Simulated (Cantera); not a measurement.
A closed system holds: 1 mol B2O3, 5.1 mol HCl, 0.11 mol O2, 2 mol F2, held at 1848 K and 0.105 Torr.

Equilibrium computed with Cantera from the NASA thermochemical tables; the gas is ideal and each condensed phase is pure. Candidate condensed phases: B, B2O3, B3O3H3, H2O; 56 gas species. The tables' values for BOCl are old estimates; treat these amounts as uncertain. Kinetics and transport are ignored.

Base state: Cl 0.276, HCl 0.237, HF 0.212, BOF 0.191, O2 0.0410, H2O 0.0248, HBO2 0.00867, O 0.00324 (mole fractions); condensed: gas only.

### Question
What changes in the equilibrium state with this change: pressure from 0.105 Torr to 158 Torr?

### Answer
```
species   before     after
-------  -------  --------
HCl        0.237     0.374
BOF        0.191     0.183
HF         0.212     0.163
Cl         0.276     0.135
BF3      1.30e-5    0.0305
Cl2      6.86e-5    0.0246
H2O       0.0248   0.00897
O2        0.0410    0.0751
B3O3F3     <1e-9   2.15e-5
H        0.00132   2.82e-6
BO       2.44e-5   6.56e-8
BOF2     6.37e-7  0.000219
```

### Question
What changes in the equilibrium state with this change: temperature from 1848 K to 1425 K?

### Answer
```json
[
 {"species": "HCl", "before": "0.237", "after": "0.332"},
 {"species": "BOF", "before": "0.191", "after": "0.200"},
 {"species": "HF", "before": "0.212", "after": "0.194"},
 {"species": "Cl", "before": "0.276", "after": "0.192"},
 {"species": "O2", "before": "0.0410", "after": "0.0658"},
 {"species": "H2O", "before": "0.0248", "after": "0.00307"},
 {"species": "BO", "before": "2.44e-5", "after": "1.56e-9"},
 {"species": "H", "before": "0.00132", "after": "4.71e-7"},
 {"species": "H2", "before": "0.000862", "after": "6.67e-7"}
]
```
